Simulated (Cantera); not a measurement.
# Equilibrium for roasting and sulfation: FeS₂ + H₂S + CO₂ + SO₃

Input: 1 mol FeS₂, 0.16 mol H₂S, 0.087 mol CO₂, 0.41 mol SO₃, held at 1.70 bar.

These are equilibrium values from Cantera (NASA tables, ideal gas, pure condensed phases), not measurements of a reactor. Candidate condensed phases: C, C₆H₆, C₇H₈, C₈H₁₈, Fe, Fe(CO)₅, FeO, Fe(OH)₂, Fe(OH)₃, FeS, FeSO₄, FeS₂, Fe₂O₃, Fe₂(SO₄)₃, Fe₃O₄, H₂O, H₂SO₄, S; 127 gas species. FeS: taken at fixed stoichiometry. Gases not in the tables: S₃ to S₇. Rates play no part.

From 700 K to 900 K the condensed part is FeS₂(s). At 1000 K the condensed part is FeS(s) + FeS₂(s). From 1100 K to 1400 K the condensed part is FeS(s). From 1500 K to 1900 K the condensed part is FeS(l).

```tsv
T (K)	log p SO₂	log p S₂	log p H₂O	log p CO₂	log p H₂S	log p SO	log p CO	log p S₂O	log p H₂	n FeS₂(s)	n FeS(s)	n FeS(l)
700	0.06	-2.09	-0.48	-0.73	-1.94	-7.40	-6.25	-2.68	-5.03	1.00	0	0
800	0.06	-1.64	-0.49	-0.73	-1.83	-6.15	-5.18	-2.38	-4.31	1.00	0	0
900	0.06	-1.59	-0.48	-0.73	-1.96	-5.26	-4.43	-2.37	-3.82	1.00	0	0
1000	-0.09	-0.31	-0.73	-0.89	-1.30	-4.30	-3.60	-1.51	-3.28	0.291	0.709	0
1100	-0.15	-0.20	-0.78	-0.95	-1.36	-3.73	-3.12	-1.48	-2.96	0	1.00	0
1200	-0.15	-0.20	-0.76	-0.95	-1.43	-3.25	-2.72	-1.49	-2.68	0	1.00	0
1300	-0.15	-0.20	-0.76	-0.96	-1.49	-2.84	-2.39	-1.50	-2.44	0	1.00	0
1400	-0.15	-0.20	-0.75	-0.98	-1.55	-2.49	-2.12	-1.52	-2.24	0	1.00	0
1500	-0.15	-0.20	-0.75	-1.00	-1.60	-2.19	-1.90	-1.53	-2.06	0	0	1.000
1600	-0.15	-0.20	-0.76	-1.03	-1.66	-1.93	-1.71	-1.54	-1.92	0	0	1.000
1700	-0.15	-0.21	-0.77	-1.07	-1.71	-1.70	-1.56	-1.55	-1.79	0	0	1.000
1800	-0.15	-0.21	-0.78	-1.12	-1.75	-1.49	-1.44	-1.56	-1.68	0	0	1.000
1900	-0.16	-0.22	-0.79	-1.18	-1.80	-1.31	-1.35	-1.57	-1.59	0	0	1.000
```
log p: log10 of the partial pressure in bar; n: condensed amount in mol.
